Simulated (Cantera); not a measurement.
A closed system holds: 1 mol CH₃OH, 2.8 mol CO₂, 24 mol H₂, 1.5 mol H₂O, equilibrated at 0.150 bar.

These are equilibrium values from Cantera (NASA tables, ideal gas, pure condensed phases), not measurements of a reactor. Candidate condensed phases: C, C₆H₆, C₇H₈, C₈H₁₈, H₂O; 110 gas species. The numbers say what is thermodynamically allowed, not how fast it happens.

Q: At 1875 °C, list the 6 most abundant gas species with their mole fractions, and the condensed phases.

A: H₂ 0.737, H₂O 0.132, CO 0.117, H 0.00924, CO₂ 0.00410, OH 0.000214. Condensed: gas only.
